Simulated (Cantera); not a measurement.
Low-pressure radical oxidation in H2/O2

An isothermal, constant-pressure homogeneous reactor starts with 12.1 % H₂, 57.8 % O₂, 30.1 % N₂, at 1150 K and 0.0267 bar.

Computed with Cantera and the H2/O2 subset of GRI-Mech 3.0, which has no nitrogen chemistry. Radical loss at walls, strong at low pressure, is not modelled. The temperature is held fixed by assumption; the heat of reaction is taken as removed at once.

| t (s) | x H₂ | x O₂ | x H₂O₂ | x H | x OH |
|---|---|---|---|---|---|
| 0.000400 | 0.121 | 0.578 | 5.44e-11 | 7.97e-7 | 3.11e-7 |
| 0.000730 | 0.121 | 0.578 | 1.40e-9 | 0.000135 | 5.29e-5 |
| 0.00133 | 0.0202 | 0.522 | 5.99e-7 | 0.0411 | 0.00754 |
| 0.00243 | 0.00461 | 0.517 | 3.34e-7 | 0.0302 | 0.00504 |
| 0.00444 | 0.00326 | 0.528 | 3.86e-7 | 0.0168 | 0.00425 |
| 0.00811 | 0.00173 | 0.539 | 4.31e-7 | 0.00603 | 0.00308 |
| 0.0148 | 0.000649 | 0.546 | 4.15e-7 | 0.00131 | 0.00185 |
| 0.0270 | 0.000191 | 0.549 | 3.19e-7 | 0.000204 | 0.000992 |
| 0.0493 | 5.29e-5 | 0.550 | 2.01e-7 | 3.02e-5 | 0.000524 |
| 0.0900 | 1.57e-5 | 0.551 | 1.15e-7 | 5.04e-6 | 0.000290 |
| 0.164 | 5.23e-6 | 0.551 | 6.29e-8 | 1.01e-6 | 0.000170 |
| 0.300 | 1.96e-6 | 0.551 | 3.43e-8 | 2.42e-7 | 0.000105 |
| 0.548 | 8.09e-7 | 0.551 | 1.88e-8 | 6.62e-8 | 6.85e-5 |
| 1.00 | 3.60e-7 | 0.551 | 1.03e-8 | 2.02e-8 | 4.61e-5 |
x: mole fraction; the columns are a selection and need not sum to one.

Equilibrium at this temperature and pressure: H₂ 4.61e-9, O₂ 0.551, H₂O₂ 2.35e-10, H 3.12e-11, OH 5.29e-6 (gas phase only).
